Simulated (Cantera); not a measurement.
Cantera with NASA thermochemical tables; ideal gases at 1 bar, condensed phases pure. Values are per mole of reaction as written; species without (g) are pure solids or liquids, kept so even where they would boil at 1 bar.

Ti₂O₃ + 3 H₂(g) + 6 TiCl₄ = 3 H₂O(g) + 8 TiCl₃(g)

```
T (K)  ΔH° (kJ)  ΔS° (J/K)  ΔG° (kJ)  log10 K
-----  --------  ---------  --------  -------
300         ___        ___       ___      ___
425      1260.5      990.7     839.5  -103.18
450         ___        ___       ___      ___
475      1241.8      949.0     791.0   -86.98
500      1233.2      931.4     767.5   -80.18
525      1224.7      914.9     744.4   -74.06
550         ___        ___       ___      ___
```

Task: Some entries are withheld; supply them.

Result: 
- 300, ΔH° (kJ): 1305.1
- 300, ΔS° (J/K): 1115.1
- 300, ΔG° (kJ): 970.6
- 300, log10 K: -168.99
- 450, ΔH° (kJ): 1251.7
- 450, ΔS° (J/K): 970.5
- 450, ΔG° (kJ): 815.0
- 450, log10 K: -94.60
- 550, ΔH° (kJ): 1216.3
- 550, ΔS° (J/K): 899.1
- 550, ΔG° (kJ): 721.7
- 550, log10 K: -68.54
